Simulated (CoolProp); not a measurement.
CF4 (R14) along the isobar 0.833 MPa: fugacity coefficient from the reference equation and from simpler models built on Tc = 227.4 K, pc = 3.762 MPa, ω = 0.178; each cubic takes its own stable root.

The numbers come from the reference Helmholtz-energy equation of state, Platzer 1990 in CoolProp. This equation is an older, rougher fit.

```csv
T (K),phase,reference,van der Waals,Soave-Redlich-Kwong
208,gas,0.9025,0.9189,0.9015
228.8,gas,0.9271,0.9356,0.9270
249.7,gas,0.9446,0.9480,0.9453
270.5,gas,0.9574,0.9575,0.9587
291.4,gas,0.9671,0.9649,0.9687
312.3,gas,0.9745,0.9708,0.9763
333.1,gas,0.9804,0.9755,0.9822
354,gas,0.9850,0.9794,0.9868
374.8,gas,0.9887,0.9826,0.9903
395.7,gas,0.9918,0.9852,0.9932
416.6,gas,0.9943,0.9874,0.9955
437.4,gas,0.9963,0.9892,0.9973
458.3,gas,0.9980,0.9908,0.9987
479.1,gas,0.9995,0.9922,0.9999
500,gas,1.001,0.9933,1.001
```
